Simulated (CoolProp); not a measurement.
n-perfluorobutane along the isotherm -36.85 °C: fugacity coefficient from the reference equation and from simpler models built on Tc = 113.2 °C, pc = 2322 kPa, ω = 0.372; each cubic takes its own stable root.

Model: reference Helmholtz-energy equation of state, Gao 2022, in CoolProp.

```tsv
p (kPa)	phase	reference
11	gas	0.9924
22.6	liquid	0.8416
46.5	liquid	0.4097
95.4	liquid	0.2004
196	liquid	0.09823
402	liquid	0.04860
826	liquid	0.02437
1700	liquid	0.01259
3480	liquid	0.006970
```

Q: How far does each simpler model (van der Waals, Redlich-Kwong, Soave-Redlich-Kwong) lie from the reference over these 9 states: mean and median of the absolute difference, and the worst?

A: 
- van der Waals: mean 610.5 %, median 838.7 %, worst +1122.0 % at -36.85 °C and 3480 kPa
- Redlich-Kwong: mean 148.4 %, median 194.7 %, worst +201.7 % at -36.85 °C and 3480 kPa
- Soave-Redlich-Kwong: mean 0.8 %, median 0.7 %, worst +2.0 % at -36.85 °C and 3480 kPa

At some of these states van der Waals, Redlich-Kwong gives the other phase, because its saturation line lies elsewhere.
